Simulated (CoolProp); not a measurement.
Aqueous methanol as a coolant, 46 % by mass, freezing at -47.8 °C, 1 atm.

The numbers come from the Melinder's fits for secondary coolants in CoolProp.

| T (°C) | cp (kJ/(kg K)) | viscosity (mPa s) | conductivity (W/(m K)) | density (kg/m³) |
|---|---|---|---|---|
| -4.3 | 3.497 | 4.10 | 0.352 | 938.3 |
| 0.5 | 3.546 | ___ | 0.354 | 935.5 |
| 5.2 | 3.589 | ___ | 0.355 | ___ |
| 9.9 | 3.629 | ___ | 0.357 | 929.8 |
| 14.6 | 3.663 | 2.12 | 0.359 | 926.9 |
| 19.3 | ___ | 1.84 | 0.360 | ___ |
| 24 | 3.716 | 1.61 | ___ | 921.0 |
| 28.7 | 3.734 | 1.42 | 0.364 | 917.9 |
| 33.4 | 3.746 | 1.25 | 0.366 | 914.9 |

Fill in the missing entries.


- 0.5, viscosity (mPa s): 3.42
- 5.2, viscosity (mPa s): 2.89
- 5.2, density (kg/m³): 932.7
- 9.9, viscosity (mPa s): 2.46
- 19.3, cp (kJ/(kg K)): 3.693
- 19.3, density (kg/m³): 924.0
- 24, conductivity (W/(m K)): 0.362
